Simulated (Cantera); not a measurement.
Feed: 1 mol TiO2, 0.24 mol MgO, 1.7 mol O2, equilibrated at 0.133 bar.

Equilibrium computed with Cantera from the NASA thermochemical tables; the gas is ideal and each condensed phase is pure. Candidate condensed phases: Mg, MgO, MgTiO3, MgTi2O5, Mg2TiO4, Ti, TiO, TiO2, Ti2O3, Ti3O5, Ti4O7; 9 gas species. Mutual solubility and eutectic melting of coexisting phases are not modelled. Condensed phases not in the tables: alloys, solid solutions and most ternary compounds. Equilibrium is a limit: real reactors are often held back by kinetics, nucleation or transport.

x: gas mole fraction; n: condensed amount in mol.

```
T (K)   x O2       x O    x TiO2    x O3  n MgTiO3(s)  n TiO2(rutile)  n MgTi2O5(s)
-----  -----  --------  --------  ------  -----------  --------------  ------------
748     1.00    <1e-12    <1e-12  <1e-12        0.240           0.760             0
848     1.00  1.87e-12    <1e-12  <1e-12            0           0.520         0.240
948     1.00  8.14e-11    <1e-12     [?]            0           0.520         0.240
1048    1.00   1.73e-9    <1e-12     [?]            0           0.520         0.240
1148    1.00   2.17e-8    <1e-12     [?]            0           0.520         0.240
1248    1.00   1.82e-7    <1e-12     [?]            0           0.520         0.240
1348   1.000   1.12e-6    <1e-12     [?]            0           0.520         0.240
1448   1.000   5.34e-6  1.27e-12     [?]            0           0.520         0.240
1548   1.000   2.09e-5  3.48e-11     [?]            0           0.520         0.240
1648   1.000   6.93e-5  6.33e-10     [?]            0           0.520         0.240
1748   1.000  0.000201   8.20e-9     [?]            0           0.520         0.240
1848   0.999  0.000519   7.98e-8     [?]            0           0.520         0.240
1948   0.999   0.00122   6.11e-7     [?]            0           0.520         0.240
```

Question: Fill in the missing entries.

Answer: 
- 948, x O3: 1.41e-12
- 1048, x O3: 7.95e-12
- 1148, x O3: 3.33e-11
- 1248, x O3: 1.11e-10
- 1348, x O3: 3.10e-10
- 1448, x O3: 7.53e-10
- 1548, x O3: 1.63e-9
- 1648, x O3: 3.23e-9
- 1748, x O3: 5.93e-9
- 1848, x O3: 1.02e-8
- 1948, x O3: 1.67e-8
